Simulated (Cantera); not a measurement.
Feed: 1 mol Fe2O3, 3.2 mol CH4, 0.15 mol CO, equilibrated at 53000 Pa.

Cantera equilibrium calculation (NASA polynomials, part measured and part estimated; ideal gas, pure solids and liquids). Candidate condensed phases: C, C6H6, C7H8, C8H18, Fe, Fe(CO)5, FeO, Fe(OH)2, Fe(OH)3, Fe2O3, Fe3O4, H2O; 114 gas species. Iron dissolves carbon and melts from about 1420 K in contact with it, which pure phases cannot show. Condensed phases not in the tables: cementite and carbon dissolved in iron. Rates play no part.

**Question.** What share of the Fe ends up in condensed phases as a function of T (K), at 1348, 1448, 1548, 1648, 1748, 1848, 1948, 2048, 2148, 2248, 2348, 2448?

**Answer.** 
```csv
T (K),Fe condensed (%),as
1348,100.0,Fe(γ)
1448,100.0,Fe(γ)
1548,100.0,Fe(γ)
1648,100.0,Fe(γ)
1748,100.0,Fe(δ)
1848,99.9,Fe(l)
1948,99.8,Fe(l)
2048,99.4,Fe(l)
2148,98.5,Fe(l)
2248,96.1,Fe(l)
2348,90.9,Fe(l)
2448,80.0,Fe(l)
```
